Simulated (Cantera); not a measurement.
Input: 1 mol borazine, 2.9 mol H2O, 140 mol N2, at 465 Torr.

Cantera equilibrium calculation (NASA polynomials, part measured and part estimated; ideal gas, pure solids and liquids). Candidate condensed phases: B, BN, B2O3, B3O3H3, H2O; 39 gas species. The feed counts by its element totals alone. Mutual solubility and eutectic melting of coexisting phases are not modelled. Gases not in the tables: H3BO3. Equilibrium is a limit: real reactors are often held back by kinetics, nucleation or transport.

Task: Which condensed phases are stable at each of these points (T (K)): 1273, 1323, 1373, 1423, 1473, 1523, 1573, 1623, 1673, 1723, 1773?

Result: 
```tsv
T (K)	condensed phases	B condensed (%)
1273	BN(s) + B2O3(l)	99.8
1323	BN(s) + B2O3(l)	99.6
1373	BN(s) + B2O3(l)	99.2
1423	BN(s) + B2O3(l)	98.7
1473	BN(s) + B2O3(l)	97.8
1523	BN(s) + B2O3(l)	96.2
1573	BN(s) + B2O3(l)	93.6
1623	BN(s) + B2O3(l)	88.9
1673	BN(s) + B2O3(l)	80.5
1723	BN(s) + B2O3(l)	65.2
1773	BN(s)	38.9
```

From 1273 K to 1723 K the condensed part is BN(s) + B2O3(l). At 1773 K the condensed part is BN(s). The share of B in condensed phases is highest at 1273 K (99.8 %) and lowest at 1773 K (38.9 %).
